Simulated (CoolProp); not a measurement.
Vapour-liquid equilibrium of isobutane (1) + n-butane (2) at 209 K; x and y are mole fractions of (1).

Computed with CoolProp (multi-fluid Helmholtz-energy mixture model, Bücker 2006 and Bücker 2006; pair parameters Kunz 2012).

Question: Give the bubble pressure and the first vapour's composition at x = 0.2, 0.5, 0.95. Is there an azeotrope?

Answer: x = 0.2: 0.04455 bar, y = 0.322; x = 0.5: 0.05455 bar, y = 0.652; x = 0.95: 0.06937 bar, y = 0.972. No azeotrope shows between x = 0.05 and 0.95.

Pair parameters are fitted to limited data, so mixtures are less certain than the pure fluids.
